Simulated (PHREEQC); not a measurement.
Alkaline etch or developer

A solution holds 0.0011 mol NH3 and 7.1e-07 mol H4SiO4 per kg of water, at 25 °C. Closed to the air; pH follows from the charge balance.

Equilibrium calculation in PHREEQC: ion-association model, wateq4f.dat.

pH: 10.11
ionic strength: 0.000132 mol/kgw
total alkalinity: 1.10 meq/kg

```
species  molality  activity   log γ
-------  --------  --------  ------
NH3      0.000968  0.000968   0.000
NH4+     0.000132  0.000131  -0.006
OH-      0.000132  0.000130  -0.006
H3SiO4-   4.68e-7   4.62e-7  -0.006
H4SiO4    2.41e-7   2.41e-7   0.000
```

No solid was allowed to form.
